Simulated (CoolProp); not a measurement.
Model: reference Helmholtz-energy equation of state, Thol 2021, in CoolProp.

Task: For chlorine, give the phase and the cv (kJ/(kg K)) at 254.3 K and 0.557 bar; 327 K and 17.9 bar; 234 K and 135 bar.

Result: 
- 254.3 K and 0.557 bar: gas; cv 0.353
- 327 K and 17.9 bar: liquid; cv 0.484
- 234 K and 135 bar: liquid; cv 0.503
